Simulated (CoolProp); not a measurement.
Propylene glycol along the isotherm 620 K: density (kg/m³) from the reference equation and from simpler models built on Tc = 674.0 K, pc = 7.292 MPa, ω = 0.327; each cubic takes its own stable root.

Model: reference Helmholtz-energy equation of state, Eisenbach 2021, in CoolProp.

```tsv
p (MPa)	phase	reference	van der Waals	Redlich-Kwong	Soave-Redlich-Kwong	Peng-Robinson
0.781	gas	12.14	12.01	12.11	12.14	12.20
1.56	gas	25.78	25.13	25.57	25.72	25.97
2.34	gas	41.69	39.76	40.94	41.37	42.02
3.13	gas	61.66	56.74	59.33	60.44	61.80
3.91	liquid	671.7	76.78	82.18	85.05	87.74
4.69	liquid	676.1	102.9	561.4	603.6	682.6
5.47	liquid	680.3	425.5	574.8	612.9	692.5
6.25	liquid	684.2	439.1	586.3	621.3	701.4
7.03	liquid	687.9	449.8	596.5	629.0	709.6
7.81	liquid	691.4	458.8	605.7	636.1	717.2
8.59	liquid	694.8	466.5	614.0	642.7	724.3
9.38	liquid	698.1	473.4	621.7	649.0	731.1
10.2	liquid	701.4	479.8	629.2	655.1	737.7
10.9	liquid	704.1	484.8	635.1	660.1	743.0
```

At some of these states van der Waals, Redlich-Kwong, Soave-Redlich-Kwong, Peng-Robinson gives the other phase, because its saturation line lies elsewhere.
